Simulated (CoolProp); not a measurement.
R13 at 298.15 K and 24.1 MPa flows at 0.065 m/s in a round tube of 12.7 mm bore and 1.5 µm roughness, fully developed (64/Re and Nu = 3.66 if laminar; Colebrook and Gnielinski if turbulent). Each further row changes one setting.

Model: reference Helmholtz-energy equation of state, Platzer 1990, in CoolProp. This equation is an older, rougher fit; its heat capacities, sound speeds and derivatives of the liquid may be far off and weren't checked against measurements.

```csv
case,Reynolds number,Darcy friction factor,pressure drop (Pa/m),heat-transfer coefficient (W/(m² K)),mass flow (kg/h)
as stated,7740,0.0332,6.85,188,36.7
velocity 0.13 m/s,15500,0.0278,22.9,347,73.4
diameter 25.4 mm,15500,0.0277,2.85,173,147
```

Viscosity comes from a separate model (Huber 2003), an estimate that may be off by 10 % or more. Thermal conductivity comes from a separate model (Huber 2003), an estimate that may be off by 10 % or more.
